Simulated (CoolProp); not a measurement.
Properties of propylene along the isotherm 301.85 °C.

Model: reference Helmholtz-energy equation of state, Lemmon 2013, in CoolProp.

| p (bar) | phase | density (kg/m³) | cv (kJ/(kg K)) | viscosity (µPa s) | fugacity coefficient |
|---|---|---|---|---|---|
| 0.72 | gas | 0.6344 | 2.297 | 15.9 | 0.9989 |
| 1.16 | gas | 1.023 | 2.297 | 15.9 | 0.9982 |
| 1.88 | gas | 1.660 | 2.298 | 16.0 | 0.9971 |
| 3.04 | gas | 2.688 | 2.298 | 16.0 | 0.9953 |
| 4.91 | gas | 4.355 | 2.299 | 16.0 | 0.9924 |
| 7.93 | gas | 7.066 | 2.300 | 16.1 | 0.9877 |
| 12.8 | gas | 11.49 | 2.302 | 16.3 | 0.9804 |
| 20.7 | gas | 18.81 | 2.306 | 16.6 | 0.9687 |
| 33.4 | gas | 30.92 | 2.311 | 17.2 | 0.9505 |
| 54 | supercritical | 51.43 | 2.320 | 18.3 | 0.9227 |
| 87.3 | supercritical | 86.51 | 2.333 | 20.5 | 0.8823 |
| 141 | supercritical | 145.1 | 2.350 | 24.5 | 0.8290 |
| 228 | supercritical | 228.3 | 2.366 | 31.9 | 0.7747 |

Viscosity comes from a separate model (Huber 2003), an estimate that may be off by 10 % or more.
